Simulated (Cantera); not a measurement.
A closed system holds: 1 mol H2O, 4.3 mol O2, at 100000 Pa.

These are equilibrium values from Cantera (NASA tables, ideal gas, pure condensed phases), not measurements of a reactor. Candidate condensed phases: H2O; 9 gas species. The numbers say what is thermodynamically allowed, not how fast it happens.

x: gas mole fraction; nothing condenses.

| T (°C) | x O2 | x H2O | x OH | x O |
|---|---|---|---|---|
| 1600 | 0.810 | 0.188 | 0.00202 | 0.000213 |
| 1700 | 0.809 | 0.187 | 0.00343 | 0.000488 |
| 1800 | 0.808 | 0.185 | ? | ? |
| 1900 | 0.806 | 0.184 | ? | ? |
| 2000 | 0.802 | 0.181 | 0.0125 | 0.00379 |
| 2100 | 0.797 | 0.177 | 0.0177 | 0.00669 |
| 2200 | 0.790 | 0.173 | 0.0243 | 0.0113 |
| 2300 | 0.780 | 0.167 | 0.0323 | 0.0182 |

### Question
Some entries are withheld; supply them.

### Answer

- 1900, x OH: 0.00846
- 1900, x O: 0.00204
- 1800, x OH: 0.00551
- 1800, x O: 0.00103
